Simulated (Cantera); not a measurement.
## Premixed flame

A freely propagating, adiabatic, planar premixed flame of 28.6 % H2, 15.9 % O2, 55.5 % N2, unburnt at 550 K and 28000 Pa; mixture-averaged transport, grid criteria slope 0.08 and curve 0.16, no radiation.

Detailed kinetics in Cantera: the H2/O2 subset of GRI-Mech 3.0, which has no nitrogen chemistry. Burning velocities carry a grid error of a few per cent, more on coarse grids.

```csv
z (mm),T (K),u (m/s),x H2,x O2,x H,x O,x H2O2,x HO2
-6.97,550,5.63,0.286,0.159,<1e-8,<1e-8,<1e-8,<1e-8
-4.65,550,5.63,0.286,0.159,<1e-8,<1e-8,<1e-8,<1e-8
-3.48,550,5.63,0.286,0.159,<1e-8,<1e-8,<1e-8,<1e-8
-2.32,550,5.63,0.286,0.159,1.47e-8,<1e-8,<1e-8,1.25e-7
-1.16,557,5.69,0.284,0.159,0.000126,4.85e-6,1.37e-6,0.000104
-0.581,714,7.18,0.259,0.156,0.00642,0.000225,5.09e-6,8.17e-5
0,1144,11.1,0.136,0.112,0.0502,0.00735,1.81e-6,3.29e-5
0.581,1444,13.8,0.0485,0.0535,0.0713,0.0164,1.67e-6,1.39e-5
1.16,1577,15.0,0.0411,0.0445,0.0635,0.0171,1.08e-6,9.99e-6
2.32,1728,16.3,0.0408,0.0405,0.0504,0.0158,5.78e-7,7.47e-6
4.65,1891,17.6,0.0391,0.0367,0.0370,0.0134,2.99e-7,5.43e-6
9.29,2053,18.9,0.0351,0.0329,0.0250,0.0104,1.71e-7,3.85e-6
18.6,2205,20.0,0.0293,0.0291,0.0153,0.00736,1.18e-7,2.84e-6
```
x: mole fraction of selected species; z is measured from the peak of heat release.

```
Quantity                     Value
------------------------  --------
laminar burning velocity  563 cm/s
thermal thickness          2.32 mm
peak x(H)                   0.0715
peak x(O)                   0.0172
peak x(H2O2)               5.51e-6
peak x(HO2)               0.000126
```
